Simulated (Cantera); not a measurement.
Ignition delay

Mixture: C₃H₈ : O₂ : N₂ = 1 : 6.94 : 32 (molar parts), at 248 Torr, adiabatic and at constant volume. Ignition delay is the time to a rise of 400 K.

Detailed kinetics in Cantera: GRI-Mech 3.0 (53 species, 325 reactions). GRI-Mech 3.0 was tuned for natural gas; its chemistry of propane as a main component is partial and can be far from experiment.

```json
[
 {"T0 (K)": "1023", "delay (ms)": "722"},
 {"T0 (K)": "1123", "delay (ms)": "57.6"},
 {"T0 (K)": "1223", "delay (ms)": "6.57"},
 {"T0 (K)": "1323", "delay (ms)": "1.19"},
 {"T0 (K)": "1423", "delay (ms)": "0.332"},
 {"T0 (K)": "1523", "delay (ms)": "0.133"},
 {"T0 (K)": "1623", "delay (ms)": "0.0682"},
 {"T0 (K)": "1723", "delay (ms)": "0.0414"},
 {"T0 (K)": "1823", "delay (ms)": "0.0281"}
]
```

The apparent activation energy between 1623 and 1823 K is 110 kJ/mol.
